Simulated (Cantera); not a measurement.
Charge: 1 mol CO2, 0.29 mol SO2, at 46.0 mbar.

Equilibrium computed with Cantera from the NASA thermochemical tables; the gas is ideal and each condensed phase is pure. Candidate condensed phases: C, S; 22 gas species. Kinetics and transport are ignored. All values below are at 1723 K.

Base state: CO2 0.767, SO2 0.224, CO 0.00586, O2 0.00298, SO 0.000154, SO3 3.65e-5, O 1.45e-5 (mole fractions); condensed: gas only.

Q: What changes in the equilibrium state with this change: CO2 replaced by H2O?

A: 
```csv
species,before,after
H2O,0,0.771
SO2,0.224,0.224
H2,0,0.00260
CO2,0.767,0
CO,0.00586,0
OH,0,0.000705
H,0,4.34e-5
O2,0.00298,0.00124
```
Further candidate phases: H2O, H2SO4.
